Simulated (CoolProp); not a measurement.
1,2-dichloroethane along the isotherm 226.85 °C: fugacity coefficient from the reference equation and from simpler models built on Tc = 288.4 °C, pc = 5226 kPa, ω = 0.269; each cubic takes its own stable root.

Model: reference Helmholtz-energy equation of state, Thol 2015, in CoolProp.

| p (kPa) | phase | reference |
|---|---|---|
| 8.26 | gas | 0.9992 |
| 15.7 | gas | 0.9985 |
| 29.7 | gas | 0.9971 |
| 56.3 | gas | 0.9945 |
| 107 | gas | 0.9896 |
| 202 | gas | 0.9804 |
| 384 | gas | 0.9629 |
| 727 | gas | 0.9299 |
| 1380 | gas | 0.8674 |
| 2610 | liquid | 0.6750 |

Task: How far does each simpler model (van der Waals, Soave-Redlich-Kwong) lie from the reference over these 10 states: mean and median of the absolute difference, and the worst?

Result: 
- van der Waals: mean 2.6 %, median 0.4 %, worst +19.1 % at 226.85 °C and 2610 kPa
- Soave-Redlich-Kwong: mean 0.3 %, median 0.0 %, worst +2.8 % at 226.85 °C and 2610 kPa

At some of these states van der Waals gives the other phase, because its saturation line lies elsewhere.
